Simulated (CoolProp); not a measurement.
Fluorine along the isobar 0.601 MPa: Z from the reference equation and from simpler models built on Tc = -128.7 °C, pc = 5.240 MPa, ω = 0.045; each cubic takes its own stable root.

The numbers come from the reference Helmholtz-energy equation of state, de Reuck 1990 in CoolProp.

| T (°C) | phase | reference |
|---|---|---|
| -206.15 | liquid | 0.02527 |
| -197.45 | liquid | 0.02316 |
| -188.65 | liquid | 0.02157 |
| -179.95 | liquid | 0.02041 |
| -171.25 | liquid | 0.01960 |
| -162.45 | gas | 0.9069 |
| -153.75 | gas | 0.9278 |
| -144.95 | gas | 0.9429 |
| -136.25 | gas | 0.9539 |
| -127.55 | gas | 0.9623 |
| -118.75 | gas | 0.9688 |
| -110.05 | gas | 0.9739 |
| -101.25 | gas | 0.9781 |

Question: How far does each simpler model (van der Waals, Redlich-Kwong, Soave-Redlich-Kwong) lie from the reference over these 13 states: mean and median of the absolute difference, and the worst?

Answer: 
- van der Waals: mean 693.1 %, median 1.7 %, worst +4576.5 % at -171.25 °C and 0.601 MPa
- Redlich-Kwong: mean 0.5 %, median 0.2 %, worst -1.7 % at -206.15 °C and 0.601 MPa
- Soave-Redlich-Kwong: mean 0.3 %, median 0.1 %, worst +1.1 % at -171.25 °C and 0.601 MPa

At some of these states van der Waals gives the other phase, because its saturation line lies elsewhere.
